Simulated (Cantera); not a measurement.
**Si + NF₃ (silicon etching in halogen gases)**

Charge: 1 mol Si, a varied amount of NF₃, at 702 °C and 750 Torr.

These are equilibrium values from Cantera (NASA tables, ideal gas, pure condensed phases), not measurements of a reactor. Candidate condensed phases: Si, Si₃N₄; 16 gas species. The tables' values for SiF₃ are old estimates; treat these amounts as uncertain. Rates play no part.

```
n(NF₃) (mol)  x SiF₄      x N₂    x F₂   x NF₃     x F  n Si(s)  n Si₃N₄(s)
------------  ------  --------  ------  ------  ------  -------  ----------
0.66           1.000  5.17e-12  <1e-12  <1e-12  <1e-12  0.00995       0.165
0.82           0.800     0.200  <1e-12  <1e-12  <1e-12        0       0.128
1              0.692     0.308  <1e-12  <1e-12  <1e-12        0      0.0833
1.3            0.606     0.394  <1e-12  <1e-12  <1e-12        0     0.00833
1.6            0.457     0.356   0.140  0.0190  0.0285        0           0
1.9            0.365     0.327   0.233  0.0390  0.0367        0           0
2.4            0.274     0.298   0.324  0.0612  0.0433        0           0
3              0.211     0.277   0.387  0.0771  0.0474        0           0
```
x: gas mole fraction; n: condensed amount in mol.

At 0.66 mol NF₃ the condensed part is Si(s) + Si₃N₄(s). From 0.82 mol NF₃ to 1.3 mol NF₃ the condensed part is Si₃N₄(s). From 1.6 mol NF₃ to 3 mol NF₃ nothing is condensed. The main Si-bearing gas is SiF₄ throughout.
